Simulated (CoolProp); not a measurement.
Chloromethane (R40) along the isobar 3.45 MPa: fugacity coefficient from the reference equation and from simpler models built on Tc = 145.5 °C, pc = 6.929 MPa, ω = 0.150; each cubic takes its own stable root.

The numbers come from the reference Helmholtz-energy equation of state, Thol 2014 in CoolProp.

```tsv
T (°C)	phase	reference	van der Waals	Soave-Redlich-Kwong
61.25	liquid	0.3711	0.6343	0.3835
75.45	liquid	0.4830	0.7342	0.5004
89.65	liquid	0.6102	0.7907	0.6326
118.05	gas	0.7774	0.8264	0.7951
132.25	gas	0.8029	0.8410	0.8170
146.45	gas	0.8245	0.8540	0.8360
160.65	gas	0.8429	0.8656	0.8527
174.85	gas	0.8590	0.8760	0.8675
```

At some of these states van der Waals gives the other phase, because its saturation line lies elsewhere.
